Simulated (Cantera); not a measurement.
Cantera run:

```python
import numpy as np
import cantera as ct

gas_names = [...]  # 113 gases of nasa_gas.yaml made of C, F, H, Si
cond_names = """
    C(gr) C6H6(L) C7H8(L) C8H18(L),n-octa Si(cr) Si(L) SiC(b)
""".split()


# ... load() reads the species with a 1 bar reference pressure and builds the phases ...
atoms = {
    'CHF3': {'C': 1, 'H': 1, 'F': 3},
    'Si': {'Si': 1},
}
top_T = {'C(gr)': 4500, 'SiC(b)': 3050}  # K; cautious upper limits of use, not melting points


# ... equilibrate(T, P, feed) seeds the gas with the atoms and calls Mixture.equilibrate('TP', solver="vcs", rtol=1e-11, max_steps=5000) ...
results = []
feed = {'CHF3': 1, 'Si': 0.45}  # mol
T = 2175  # K
P = 4500  # Pa
mix = equilibrate(T, P, feed)
results.append((T, P, feed, dict(zip(mix.species_names, mix.species_moles))))
x = sorted(zip(gas.X, gas.species_names), reverse=True)
print(f"T = {T:g} K  P = {P:g} Pa  gas = {mix.phase_moles(0):.4g} mol")
print("   x: " + "  ".join(f"{s} {v:.3e}" for v, s in x if v > 1e-05))
print("   condensed (mol): " + ("  ".join(f"{mix.phase(i).name} {mix.phase_moles(i):.4g}"
      for i in range(1, mix.n_phases) if mix.phase_moles(i) > 1e-12) or "none"))
```

It prints:

```
T = 2175 K  P = 4500 Pa  gas = 1.541 mol
   x: HF 6.489e-01  SiF4 2.918e-01  CF2 2.431e-02  F 1.877e-02  CF4 1.500e-02  CF3 8.003e-04  SiF3 2.017e-04  CF 1.921e-04  H 1.447e-05
   condensed (mol): C(gr) 0.9379
```

These are equilibrium values from Cantera (NASA tables, ideal gas, pure condensed phases), not measurements of a reactor. The tables' values for SiF3 are old estimates; treat these amounts as uncertain. Gases not in the tables: C2F6 and larger saturated fluorocarbons.
